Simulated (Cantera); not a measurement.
Reactions in the system Al-H-N

Source: NASA polynomial tables (part measured, part estimated), evaluated in Cantera. Values are per mole of reaction as written; species without (g) are pure solids or liquids, kept so even where they would boil at 1 bar.

AlN + 3 H(g) ⇌ NH₃(g) + Al

| T (K) | ΔH° (kJ) | ΔS° (J/K) | ΔG° (kJ) | log10 K | condensed phases |
|---|---|---|---|---|---|
| 400 | -385.4 | -153.2 | -324.1 | 42.33 | AlN(s), Al(s) |
| 500 | -388.8 | -160.9 | -308.4 | 32.22 | AlN(s), Al(s) |
| 600 | -392.2 | -167.0 | -292.0 | 25.42 | AlN(s), Al(s) |
| 700 | -395.4 | -171.9 | -275.1 | 20.52 | AlN(s), Al(s) |
| 800 | -398.2 | -175.7 | -257.7 | 16.82 | AlN(s), Al(s) |
| 900 | -400.7 | -178.6 | -239.9 | 13.93 | AlN(s), Al(s) |
| 1000 | -392.3 | -169.6 | -222.7 | 11.63 | AlN(s), Al(l) |
| 1100 | -394.6 | -171.7 | -205.7 | 9.77 | AlN(s), Al(l) |
